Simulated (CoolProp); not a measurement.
Methane at 101 K and 3.08 MPa flows at 4.2 m/s in a round tube of 12.7 mm bore and 0.25 µm roughness, fully developed (64/Re and Nu = 3.66 if laminar; Colebrook and Gnielinski if turbulent). Each further row changes one setting.

Values from CoolProp's reference Helmholtz-energy equation of state, Setzmann 1991.

```csv
case,Reynolds number,Darcy friction factor,pressure drop (Pa/m),heat-transfer coefficient (W/(m² K)),mass flow (kg/h)
as stated,150000,0.0167,5100,8490,842
velocity 8.4 m/s,299000,0.0147,17900,15300,1680
diameter 25.4 mm,299000,0.0146,2230,7610,3370
```

Viscosity comes from a separate model (Quiñones-Cisneros 2006). Thermal conductivity comes from a separate model (Friend 1989).
